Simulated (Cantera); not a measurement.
Cantera with NASA thermochemical tables; ideal gases at 1 bar, condensed phases pure. Values are per mole of reaction as written; species without (g) are pure solids or liquids, kept so even where they would boil at 1 bar.

Problem. Between 723 and 2523 K, where is each reaction favourable under standard conditions?
- 6 H2S(g) + 4 N(g) + 3 Ni → 3 NiS2 + 4 NH3(g)

Solution. 
- 6 H2S(g) + 4 N(g) + 3 Ni → 3 NiS2 + 4 NH3(g): ΔG° is -1656 kJ at 723 K and -139 kJ at 2523 K; it stays negative (K > 1). ΔH° is -2144 kJ and ΔS° -795 J/K at 2523 K.
